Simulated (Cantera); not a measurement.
A closed system holds: 1 mol CaCO3, 0.2 mol C, 2.6 mol H2, held at 1823.15 K and 52.0 mbar.

These are equilibrium values from Cantera (NASA tables, ideal gas, pure condensed phases), not measurements of a reactor. Candidate condensed phases: C, C6H6, C7H8, C8H18, Ca, CaCO3, CaO, Ca(OH)2, H2O; 115 gas species. Rates play no part.

Base state: H2 0.500, CO 0.289, H2O 0.183, CO2 0.0271, H 0.00134, OH 3.43e-5 (mole fractions); condensed: CaO(s).

### Question
What changes in the equilibrium state with this change: H2 from 2.6 to 0.016 mol?

### Answer
| species | before | after |
|---|---|---|
| CO2 | 0.0271 | 0.646 |
| CO | 0.289 | 0.341 |
| H2O | 0.183 | 0.0115 |
| H2 | 0.500 | 0.00156 |
| H | 0.00134 | 7.50e-5 |
| OH | 3.43e-5 | 3.88e-5 |
| CaO(s), mol | 1.000 | 1.00 |
